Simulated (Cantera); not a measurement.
Input (Python, Cantera):

```python
import numpy as np
import cantera as ct

gas = ct.Solution("gri30.yaml")
gas.TPX = 2100, 100000, {'NO': 0.52, 'N2': 9.3}
reactor = ct.IdealGasConstPressureReactor(gas, energy="off", clone=False)
net = ct.ReactorNet([reactor])
net.rtol, net.atol = 1e-08, 1e-18
show = ['NO', 'N2', 'N2O', 'O', 'NO2', 'O2']
times = np.geomspace(0.0009, 100, 11)

steps = ct.SolutionArray(gas, extra=["t"])
rows = []
print(f"{'t/s':>10s}{'T/K':>9s}{'P/Pa':>11s}" + "".join(f"{s:>11s}" for s in show))
for t in times:
    while net.time < t:
        t_next = net.step()
        steps.append(gas.state, t=t_next)
    rows.append([np.interp(t, steps.t, y) for y in (steps.T, steps.P, *steps(*show).X.T)])
    print(f"{t:10.3e}{rows[-1][0]:9.1f}{rows[-1][1]:11.4g}" + "".join(f"{x:11.3e}" for x in rows[-1][2:]))
rate = np.gradient(steps.T, steps.t)
print("integrator steps:", len(steps.t))
if steps.T.max() > steps.T[0] + 200:
    print(f"time of steepest temperature rise: {steps.t[rate.argmax()]:.4e} s")
gas.TPX = 2100, 100000, {'NO': 0.52, 'N2': 9.3}
gas.equilibrate("TP")
print(f"equilibrium (TP): T = {gas.T:.1f} K  " + "  ".join(f"{s} {gas[s].X[0]:.3e}" for s in show))
```

It prints:

```
       t/s      T/K       P/Pa         NO         N2        N2O          O        NO2         O2
 9.000e-04   2100.0      1e+05  5.294e-02  9.470e-01  1.432e-06  9.087e-06  1.053e-06  5.482e-07
 2.876e-03   2100.0      1e+05  5.290e-02  9.471e-01  1.468e-06  2.804e-05  3.302e-06  7.527e-06
 9.192e-03   2100.0      1e+05  5.275e-02  9.471e-01  1.473e-06  4.781e-05  5.587e-06  7.026e-05
 2.937e-02   2100.0      1e+05  5.223e-02  9.474e-01  1.450e-06  5.365e-05  6.226e-06  3.249e-04
 9.387e-02   2100.0      1e+05  5.049e-02  9.482e-01  1.367e-06  6.715e-05  7.586e-06  1.188e-03
 3.000e-01   2100.0      1e+05  4.443e-02  9.513e-01  1.100e-06  1.008e-04  1.012e-05  4.200e-03
 9.587e-01   2100.0      1e+05  2.657e-02  9.602e-01  5.198e-07  1.637e-04  9.917e-06  1.310e-02
 3.064e+00   2100.0      1e+05  6.162e-03  9.703e-01  2.411e-07  2.138e-04  3.017e-06  2.328e-02
 9.791e+00   2100.0      1e+05  3.788e-03  9.715e-01  2.349e-07  2.187e-04  1.899e-06  2.447e-02
 3.129e+01   2100.0      1e+05  3.787e-03  9.715e-01  2.349e-07  2.188e-04  1.898e-06  2.447e-02
 1.000e+02   2100.0      1e+05  3.787e-03  9.715e-01  2.349e-07  2.188e-04  1.898e-06  2.447e-02
integrator steps: 845
equilibrium (TP): T = 2100.0 K  NO 3.787e-03  N2 9.715e-01  N2O 2.349e-07  O 2.188e-04  NO2 1.898e-06  O2 2.447e-02
```

Cantera simulation using GRI-Mech 3.0 (53 species, 325 reactions); the numbers are that mechanism's predictions, not measurements.
